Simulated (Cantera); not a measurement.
## BF3 + N2 (boron, boron nitride and boron oxide)

Feed: 1 mol BF3, 0.53 mol N2, equilibrated at 13.3 mbar.

Cantera equilibrium calculation (NASA polynomials, part measured and part estimated; ideal gas, pure solids and liquids). Candidate condensed phases: B, BN; 13 gas species. The tables' values for BF2 are old estimates; treat these amounts as uncertain. Equilibrium is a limit: real reactors are often held back by kinetics, nucleation or transport.

| T (K) | x BF3 | x N2 | x F | x BF2 | x BF | x N |
|---|---|---|---|---|---|---|
| 1225 | 0.654 | 0.346 | 3.89e-9 | 3.97e-9 | <1e-12 | <1e-12 |
| 1325 | 0.654 | 0.346 | 4.02e-8 | 4.03e-8 | <1e-12 | <1e-12 |
| 1425 | 0.654 | 0.346 | 2.98e-7 | 2.98e-7 | <1e-12 | <1e-12 |
| 1525 | 0.654 | 0.346 | 1.69e-6 | 1.69e-6 | 1.10e-11 | <1e-12 |
| 1625 | 0.654 | 0.346 | 7.75e-6 | 7.75e-6 | 1.64e-10 | 5.93e-12 |
| 1725 | 0.654 | 0.346 | 2.98e-5 | 2.98e-5 | 1.80e-9 | 4.63e-11 |
| 1825 | 0.653 | 0.346 | 9.87e-5 | 9.87e-5 | 1.52e-8 | 2.89e-10 |
| 1925 | 0.653 | 0.346 | 0.000289 | 0.000288 | 1.03e-7 | 1.49e-9 |
| 2025 | 0.652 | 0.346 | 0.000758 | 0.000757 | 5.75e-7 | 6.57e-9 |
| 2125 | 0.651 | 0.346 | 0.00182 | 0.00181 | 2.74e-6 | 2.51e-8 |
x: gas mole fraction; nothing condenses.

From 1225 K to 2125 K nothing is condensed. The main B-bearing gas is BF3 throughout.
